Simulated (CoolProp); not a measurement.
Computed with CoolProp (reference Helmholtz-energy equation of state, Schroeder 2014).

For ethanol, give the phase and the cv (kJ/(kg K)), isothermal compressibility (1/MPa) at 361.7 K and 954 kPa; 366.6 K and 954 kPa; 385.9 K and 954 kPa.


- 361.7 K and 954 kPa: liquid; cv 2.51, isothermal compressibility 0.00189
- 366.6 K and 954 kPa: liquid; cv 2.54, isothermal compressibility 0.00198
- 385.9 K and 954 kPa: liquid; cv 2.68, isothermal compressibility 0.00244
